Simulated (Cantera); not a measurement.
Feed: 1 mol SiH₂Cl₂, 0.13 mol C₃H₈, 16 mol H₂, held at 1700 °C and 11.3 Torr.

Method: chemical equilibrium by Gibbs-energy minimisation in Cantera with the NASA 1993 tables (ideal gas, pure condensed phases). Candidate condensed phases: C, C₆H₆, C₇H₈, C₈H₁₈, Si, SiC; 109 gas species. Mutual solubility and eutectic melting of coexisting phases are not modelled. The tables' values for SiCl, SiCl₃ are old estimates; treat these amounts as uncertain. Gases not in the tables: Si₂H₆ and higher silanes. Kinetics and transport are ignored.

Base state: H₂ 0.896, HCl 0.0748, SiCl₂ 0.0154, H 0.0104, Si 0.00211, SiCl 0.000691, Cl 0.000651, SiH 0.000177 (mole fractions); condensed: Si(l) + SiC(s).

Task: What changes in the equilibrium state with this change: temperature from 1700 °C to 1477 °C?

Result: 
| species | before | after |
|---|---|---|
| H₂ | 0.896 | 0.909 |
| HCl | 0.0748 | 0.0707 |
| SiCl₂ | 0.0154 | 0.0183 |
| H | 0.0104 | 0.00181 |
| Si₂C | 5.15e-5 | 8.08e-7 |
| Si₂ | 2.05e-5 | 5.18e-7 |
| Si | 0.00211 | 0.000100 |
| SiH | 0.000177 | 1.55e-5 |
| SiCl | 0.000691 | 0.000107 |
| Si(l), mol | 0.262 | 0.264 |
| SiC(s), mol | 0.389 | 0.390 |

Task: What changes in the equilibrium state with this change: temperature from 1700 °C to 2102 °C?

Result: 
| species | before | after |
|---|---|---|
| H₂ | 0.896 | 0.767 |
| H | 0.0104 | 0.101 |
| HCl | 0.0748 | 0.0817 |
| Si | 0.00211 | 0.0282 |
| SiCl₂ | 0.0154 | 0.00340 |
| C₂H | <1e-9 | 1.85e-5 |
| SiC₂ | 1.89e-7 | 0.00271 |
| C₂H₂ (acetylene) | 1.41e-6 | 0.00259 |
| Si(l), mol | 0.262 | 0 |
| SiC(s), mol | 0.389 | 0.114 |
The tables' values for SiCl are old estimates; treat these amounts as uncertain.

Task: What changes in the equilibrium state with this change: SiH₂Cl₂ replaced by Si(CH₃)₄?

Result: 
```csv
species,before,after
H₂,0.896,0.988
H,0.0104,0.0110
C₂H₂ (acetylene),1.41e-6,0.000634
HCl,0.0748,0
SiCl₂,0.0154,0
Si,0.00211,0.000104
SiCl,0.000691,0
Cl,0.000651,0
SiCl₃,3.78e-5,0
"Si(l), mol",0.262,0
"SiC(s), mol",0.389,0.997
"C(graphite), mol",0,3.36
```
